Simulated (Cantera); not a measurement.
Gas mixture: O₂ = 0.88 (molar parts), at 1.80 Torr, frozen composition.

Cantera's kinetic-theory transport with the Lennard-Jones parameters of GRI-Mech 3.0, ideal gas; thermal conductivity in the multicomponent form.

One state of this run: ρ (kg/m³) = 0.00132; cp (J/kg/K) = 1031; μ (µPa s) = 37.8; λ (mW/m/K) = 54.9; Pr = 0.710; D (cm²/s) OH = 581; D (cm²/s) CH₃ = 419; D (cm²/s) H₂O = 476. D: mixture-averaged diffusion coefficient of that species in the mixture.

Task: Which value of T (K) does it belong to?
A. 700
B. 900
C. 500
D. 600

Result: A, 700
